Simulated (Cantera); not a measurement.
Input: 1 mol Fe₂O₃, 12 mol CO, 1 mol H₂, at 2375 K and 15.8 Torr.

Method: chemical equilibrium by Gibbs-energy minimisation in Cantera with the NASA 1993 tables (ideal gas, pure condensed phases). Rates play no part.

| species | before | after |
|---|---|---|
| CO | 0.640 | 0.779 |
| CO₂ | 0.151 | 0.0952 |
| Fe | 0.124 | 0.0494 |
| H | 0.0150 | 0.00516 |
| H₂ | 0.0238 | 0.0434 |
| H₂O | 0.0327 | 0.0266 |
| O₂ | 0.000888 | 8.62e-6 |
| O | 0.00156 | 3.30e-5 |
| OH | 0.00367 | 0.000392 |
| FeO | 0.00724 | 0.000798 |
| Fe(OH)₂ | 3.15e-5 | 1.76e-5 |
| FeO(l), mol | 0 | 1.31 |
Gas species are given as mole fractions.

Problem. What was changed between the two runs?
A. temperature from 2375 K to 2123.15 K
B. Fe₂O₃ replaced by Fe₃O₄
C. pressure from 15.8 Torr to 1 atm
D. temperature from 2375 K to 1425 K

Solution. A, temperature from 2375 K to 2123.15 K. The tables' stoichiometric FeO is somewhat more stable than real wüstite, so its field is too wide. FeO: taken at fixed stoichiometry
